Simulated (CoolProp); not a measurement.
Vapour-liquid equilibrium of n-heptane (1) + ethylbenzene (2) at 35.05 °C; x and y are mole fractions of (1).

Computed with CoolProp (multi-fluid Helmholtz-energy mixture model, Span 2003 and Zhou 2012; pair parameters Bell 2016).

### Question
Give the bubble pressure and the first vapour's composition at x = 0.15, 0.25, 0.55. Is there an azeotrope?

### Answer
x = 0.15: 0.003918 MPa, y = 0.512; x = 0.25: 0.004833 MPa, y = 0.644; x = 0.55: 0.007018 MPa, y = 0.836. No azeotrope shows between x = 0.05 and 0.95.

The pair parameters rest on a limited set of measurements; away from them the model extrapolates.
